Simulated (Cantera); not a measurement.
Charge: 1 mol HI, 1.7 mol O2, 22 mol N2, equilibrated at 240 bar.

These are equilibrium values from Cantera (NASA tables, ideal gas, pure condensed phases), not measurements of a reactor. Candidate condensed phases: H2O, I2; 27 gas species. The ideal-gas law is rough above about 30 bar. Rates play no part. All values below are at 2673 K.

Base state: N2 0.874, O2 0.0498, I 0.0375, H2O 0.0186, NO 0.0157, OH 0.00183, I2 0.000904, HI 0.000794 (mole fractions); condensed: gas only.

Problem. What changes in the equilibrium state with this change: HI replaced by CO2?

Solution. 
```tsv
species	before	after
N2	0.874	0.881
O2	0.0498	0.0602
CO2	0	0.0396
I	0.0375	0
H2O	0.0186	0
NO	0.0157	0.0173
OH	0.00183	0
I2	0.000904	0
CO	0	0.000903
```
Further candidate phases: C.
